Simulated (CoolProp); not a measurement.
Vapour-liquid equilibrium of propane (1) + R114 (2) at 38.15 °C; x and y are mole fractions of (1).

Values from CoolProp's multi-fluid Helmholtz-energy mixture model, Lemmon 2009 and Platzer 1990; pair parameters Bell 2016. This equation is an older, rougher fit; its heat capacities, sound speeds and derivatives of the liquid may be far off and weren't checked against measurements.

Problem. Give the bubble pressure and the first vapour's composition at x = 0.45, 0.85, 0.95. Is there an azeotrope?

Solution. x = 0.45: 814.8 kPa, y = 0.729; x = 0.85: 1172 kPa, y = 0.931; x = 0.95: 1265 kPa, y = 0.977. No azeotrope shows between x = 0.05 and 0.95.

The pair parameters rest on a limited set of measurements; away from them the model extrapolates.
